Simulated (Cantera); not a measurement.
A closed system holds: 1 mol Fe3O4, 4.6 mol CH4, 1.8 mol CO, at 12.0 Pa.

Cantera equilibrium calculation (NASA polynomials, part measured and part estimated; ideal gas, pure solids and liquids). Candidate condensed phases: C, C6H6, C7H8, C8H18, Fe, Fe(CO)5, FeO, Fe(OH)2, Fe(OH)3, Fe2O3, Fe3O4, H2O; 114 gas species. Iron dissolves carbon and melts from about 1420 K in contact with it, which pure phases cannot show. Condensed phases not in the tables: cementite and carbon dissolved in iron. Kinetics and transport are ignored.

x: gas mole fraction; n: condensed amount in mol.

```
T (°C)   x H2     x H   x CO    x Fe  x C2H2 (acetylene)      x C3       x C  n C(graphite)  n Fe(δ)
------  -----  ------  -----  ------  ------------------  --------  --------  -------------  -------
1450    0.557  0.0124  0.355  0.0760             5.04e-5  8.15e-11  2.47e-10          0.598     1.76
1500    0.497  0.0183  0.319   0.165             6.96e-5  4.13e-10   1.02e-9          0.597  0.00781
1550    0.490  0.0277  0.318   0.164            0.000104   1.91e-9   3.86e-9          0.596        0
1600    0.480  0.0408  0.316   0.163            0.000150   8.13e-9   1.36e-8          0.594        0
1650    0.467  0.0587  0.313   0.162            0.000211   3.21e-8   4.52e-8          0.592        0
1700    0.448  0.0825  0.309   0.160            0.000287   1.18e-7   1.41e-7          0.589        0
1750    0.425   0.113  0.304   0.157            0.000380   4.04e-7   4.14e-7          0.585        0
1800    0.396   0.151  0.298   0.154            0.000486   1.31e-6   1.16e-6          0.581        0
1850    0.362   0.197  0.290   0.150            0.000599   3.99e-6   3.08e-6          0.575        0
1900        …       …  0.282   0.146                   …         …         …          0.569        0
1950        …       …  0.273   0.141                   …         …         …          0.562        0
2000    0.231   0.369  0.263   0.136            0.000872   8.41e-5   4.47e-5          0.552        0
2050    0.186   0.429  0.253   0.131            0.000901  0.000212  0.000101          0.536        0
2100    0.144   0.484  0.244   0.126            0.000886  0.000515  0.000220          0.506        0
```

Problem. What belongs in the gaps?

Solution. 
- 1950, x H2: 0.278
- 1950, x H: 0.308
- 1950, x C2H2 (acetylene): 0.000805
- 1950, x C3: 3.19e-5
- 1950, x C: 1.91e-5
- 1900, x H2: 0.322
- 1900, x H: 0.250
- 1900, x C2H2 (acetylene): 0.000710
- 1900, x C3: 1.16e-5
- 1900, x C: 7.83e-6
